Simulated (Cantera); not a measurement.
An adiabatic, constant-volume homogeneous reactor starts with CH4 : O2 : N2 : H2O = 1 : 1.6 : 10.6 : 1.3 (molar parts), equivalence ratio 1.2, at 1575 K and 1.00 bar.

Computed with Cantera and GRI-Mech 3.0 (53 species, 325 reactions).

One state of this run: T (K) = 2631; P (bar) = 1.74; x CH4 = <1e-12; x O2 = 0.00262; x H2O = 0.182; x CO = 0.0341; x CH2O = 7.03e-10; x C2H4 = <1e-12; x CH2 = <1e-12. x: mole fraction; the columns are a selection and need not sum to one.

Task: Which value of t (s) does it belong to?
A) 2.24e-5
B) 0.000178
C) 2.00
D) 6.31e-5

Result: C, 2.00
